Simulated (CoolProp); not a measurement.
Vapour-liquid equilibrium of CH2F2 (R32) (1) + R143a (2) at 200.2 K; x and y are mole fractions of (1).

The numbers come from the multi-fluid Helmholtz-energy mixture model, Tillner-Roth 1997 and Lemmon and Jacobsen 2000; pair parameters Bell 2016 in CoolProp.

| x | bubble pressure, mixture model (MPa) | bubble pressure, Raoult's law (MPa) | y, mixture model | y, Raoult's law |
|---|---|---|---|---|
| 0.05 | 0.02603 | 0.02519 | 0.088 | 0.059 |
| 0.2 | 0.02863 | 0.02593 | ? | 0.231 |
| 0.35 | 0.03036 | 0.02668 | ? | 0.393 |
| 0.5 | 0.03140 | 0.02743 | ? | 0.545 |
| 0.65 | ? | 0.02818 | 0.660 | 0.690 |
| 0.8 | 0.03167 | 0.02893 | 0.777 | 0.828 |
| 0.95 | 0.03059 | 0.02968 | ? | 0.958 |

Fill in the missing entries.


- 0.2, y, mixture model: 0.290
- 0.35, y, mixture model: 0.435
- 0.5, y, mixture model: 0.552
- 0.65, bubble pressure, mixture model (MPa): 0.03185
- 0.95, y, mixture model: 0.931

The largest gap from Raoult's law is +14.5 % in bubble pressure, at x = 0.5. y crosses x between x = 0.65 and 0.8: the model has an azeotrope there.

The pair parameters rest on a limited set of measurements; away from them the model extrapolates.
